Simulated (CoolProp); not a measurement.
20 sccm (0 °C, 1 atm) of nitrogen bubbles through liquid octamethylcyclotetrasiloxane (D4) at 325.8 K and leaves saturated at a total pressure of 0.0125 MPa (ideal gas phase). Each further row changes one setting.

The numbers come from the reference Helmholtz-energy equation of state, Thol 2015 in CoolProp.

```tsv
case	vapour pressure (kPa)	mole fraction of vapour	delivery (mg/min)	delivery (sccm)	change of delivery for a bath 1 K warmer (%)
as stated	0.842	0.0674	19.1	1.45	6.5
bath temperature 330.8 K	1.13	0.0900	26.2	1.98	6.4
total pressure 0.025 MPa	0.842	0.0337	9.23	0.697	6.3
```
